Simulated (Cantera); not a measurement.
## Fe₂O₃ + SO₃ + CO₂ + O₂ (roasting and sulfation)

Input: 1 mol Fe₂O₃, 2.3 mol SO₃, 0.26 mol CO₂, 0.51 mol O₂, at 1027 °C and 13.3 mbar.

Cantera equilibrium calculation (NASA polynomials, part measured and part estimated; ideal gas, pure solids and liquids). Candidate condensed phases: C, Fe, Fe(CO)₅, FeO, FeS, FeSO₄, FeS₂, Fe₂O₃, Fe₂(SO₄)₃, Fe₃O₄, S; 25 gas species. The numbers say what is thermodynamically allowed, not how fast it happens.

* **x(SO₂)**: 0.542
* **x(O₂)**: 0.392
* **x(CO₂)**: 0.0618
* **x(SO₃)**: 0.00478
* **n(Fe₂O₃(s))**: 1.00 mol
* **gas amount**: 4.210 mol
* **log10 activity of Fe(γ) (absent)**: -8.08
* **log10 activity of S(l) (absent)**: -11.54
* **log10 activity of C(graphite) (absent)**: -16.72
